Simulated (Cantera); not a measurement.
An adiabatic, constant-pressure homogeneous reactor starts with CH₄ : O₂ : N₂ : CO₂ = 1 : 2.94 : 11.1 : 2 (molar parts), at 1823 K and 0.280 bar. Integrator tolerance rtol = 1e-08.

Detailed kinetics in Cantera: GRI-Mech 3.0 (53 species, 325 reactions).

**Question.** What does this change do: initial temperature 1823 to 1675 K?

**Answer.** 
```
quantity                                                            before                                    after
---------------------------------  ---------------------------------------  ---------------------------------------
time of steepest temperature rise                                 0.356 ms                                 0.872 ms
temperature at 0.500 s                                              2503 K                                   2447 K
equilibrium temperature                                             2503 K                                   2447 K
x(CH₄) at 0.500 s                    <1e-12 (gas-phase equilibrium <1e-12)    <1e-12 (gas-phase equilibrium <1e-12)
x(O₂) at 0.500 s                     0.0626 (gas-phase equilibrium 0.0626)    0.0606 (gas-phase equilibrium 0.0606)
x(CO₂) at 0.500 s                      0.133 (gas-phase equilibrium 0.133)      0.142 (gas-phase equilibrium 0.142)
x(HO₂) at 0.500 s                  4.23e-6 (gas-phase equilibrium 4.23e-6)  3.62e-6 (gas-phase equilibrium 3.62e-6)
x(H) at 0.500 s                    0.00329 (gas-phase equilibrium 0.00329)  0.00228 (gas-phase equilibrium 0.00228)
x(CH₂) at 0.500 s                    <1e-12 (gas-phase equilibrium <1e-12)    <1e-12 (gas-phase equilibrium <1e-12)
```

**Question.** What does this change do: pressure from 0.280 bar to 9.80 bar?

**Answer.** 
```tsv
quantity	before	after
time of steepest temperature rise	0.356 ms	15.8 µs
temperature at 0.500 s	2503 K	2694 K
equilibrium temperature	2503 K	2694 K
x(CH₄) at 0.500 s	<1e-12 (gas-phase equilibrium <1e-12)	<1e-12 (gas-phase equilibrium <1e-12)
x(O₂) at 0.500 s	0.0626 (gas-phase equilibrium 0.0626)	0.0544 (gas-phase equilibrium 0.0544)
x(CO₂) at 0.500 s	0.133 (gas-phase equilibrium 0.133)	0.153 (gas-phase equilibrium 0.153)
x(HO₂) at 0.500 s	4.23e-6 (gas-phase equilibrium 4.23e-6)	1.52e-5 (gas-phase equilibrium 1.52e-5)
x(H) at 0.500 s	0.00329 (gas-phase equilibrium 0.00329)	0.000823 (gas-phase equilibrium 0.000823)
x(CH₂) at 0.500 s	<1e-12 (gas-phase equilibrium <1e-12)	<1e-12 (gas-phase equilibrium <1e-12)
```

**Question.** What does this change do: constant volume in place of constant pressure?

**Answer.** 
```csv
quantity,before,after
time of steepest temperature rise,0.356 ms,0.343 ms
temperature at 0.500 s,2503 K,2587 K
equilibrium temperature,2503 K,2587 K
x(CH₄) at 0.500 s,<1e-12 (gas-phase equilibrium <1e-12),<1e-12 (gas-phase equilibrium <1e-12)
x(O₂) at 0.500 s,0.0626 (gas-phase equilibrium 0.0626),0.0639 (gas-phase equilibrium 0.0639)
x(CO₂) at 0.500 s,0.133 (gas-phase equilibrium 0.133),0.125 (gas-phase equilibrium 0.125)
x(HO₂) at 0.500 s,4.23e-6 (gas-phase equilibrium 4.23e-6),5.75e-6 (gas-phase equilibrium 5.75e-6)
x(H) at 0.500 s,0.00329 (gas-phase equilibrium 0.00329),0.00418 (gas-phase equilibrium 0.00418)
x(CH₂) at 0.500 s,<1e-12 (gas-phase equilibrium <1e-12),<1e-12 (gas-phase equilibrium <1e-12)
```
